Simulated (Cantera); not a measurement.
Feed: 1 mol Si2H6, 0.0038 mol Cl2, 130 mol H2, at 1 atm.

These are equilibrium values from Cantera (NASA tables, ideal gas, pure condensed phases), not measurements of a reactor. Candidate condensed phases: Si; 19 gas species. The feed counts by its element totals alone. Gases not in the tables: Si2H6 and higher silanes. Equilibrium is a limit: real reactors are often held back by kinetics, nucleation or transport.

log p: log10 of the partial pressure in bar; n: condensed amount in mol.

```
T (°C)  log p H2     log p H  log p HCl  log p SiH2   log p SiH  log p SiH4    log p Si  n Si(s)  n Si(l)
------  --------  ----------  ---------  ----------  ----------  ----------  ----------  -------  -------
652         0.01       -9.58      -4.25      -11.05        <-11       -6.47        <-11     2.00        0
752         0.01  (withheld)      -4.24  (withheld)        <-11  (withheld)        <-11     2.00        0
852         0.01       -7.35      -4.24       -8.62      -11.75       -6.24        <-11     2.00        0
952         0.01       -6.50      -4.24       -7.70      -10.35       -6.16      -11.46     2.00        0
1052        0.01       -5.78      -4.24       -6.93       -9.16       -6.08      -10.03     2.00        0
1152        0.01       -5.16      -4.24       -6.26       -8.14       -6.02       -8.79     2.00        0
1252        0.01  (withheld)      -4.24  (withheld)  (withheld)       -5.96  (withheld)     2.00        0
1352        0.01       -4.15      -4.24       -5.17       -6.49       -5.92       -6.79     2.00        0
1452        0.01       -3.73      -4.24       -4.76       -5.84       -5.90       -5.99        0     2.00
```

Question: Fill in the missing entries.

Answer: 
- 752, log p H: -8.36
- 752, log p SiH2: -9.71
- 752, log p SiH4: -6.35
- 1252, log p H: -4.62
- 1252, log p SiH2: -5.68
- 1252, log p SiH: -7.26
- 1252, log p Si: -7.72
